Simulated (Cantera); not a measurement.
Input: 1 mol C3H6, 0.46 mol NH3, at 652 °C.

These are equilibrium values from Cantera (NASA tables, ideal gas, pure condensed phases), not measurements of a reactor. Candidate condensed phases: C, C6H6, C7H8, C8H18; 92 gas species. The ideal-gas law is rough above about 30 bar. Rates play no part.

x: gas mole fraction; n: condensed amount in mol.

```
P (Pa)     x H2     x CH4    x N2  x NH3    x C2H6    x C2H4  n C(graphite)
--------  -----  --------  ------  -----  --------  --------  -------------
10        0.941   2.01e-5  0.0587    ___    <1e-12  3.60e-11           3.00
160       0.941  0.000321  0.0587    ___  9.52e-12  5.75e-10           3.00
2500      0.936   0.00497  0.0590    ___   2.29e-9   8.89e-9           2.98
40000     0.869    0.0685  0.0627    ___   4.68e-7   1.23e-7           2.75
630000    0.525     0.393  0.0815    ___   2.56e-5   7.04e-7           1.89
10000000  0.178     0.719  0.0999    ___  0.000252   1.29e-6           1.36
```

Task: What belongs in the gaps?

Result: 
- 10, x NH3: 2.20e-8
- 160, x NH3: 3.52e-7
- 2500, x NH3: 5.47e-6
- 40000, x NH3: 8.06e-5
- 630000, x NH3: 0.000679
- 10000000, x NH3: 0.00236
